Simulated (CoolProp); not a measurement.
Model: reference Helmholtz-energy equation of state, Thol 2019, in CoolProp.

### Question
Give the vapour pressure (bar), liquid density (kg/m³), vapour density (kg/m³), liquid cp (kJ/(kg K)) of saturated n-pentane at 23.25, 32.25 °C.

### Answer
```json
[
 {"T (°C)": "23.25", "p (bar)": "0.640", "liquid density (kg/m³)": "623", "vapour density (kg/m³)": "1.94", "liquid cp (kJ/(kg K))": "2.31"},
 {"T (°C)": "32.25", "p (bar)": "0.888", "liquid density (kg/m³)": "614", "vapour density (kg/m³)": "2.63", "liquid cp (kJ/(kg K))": "2.35"}
]
```
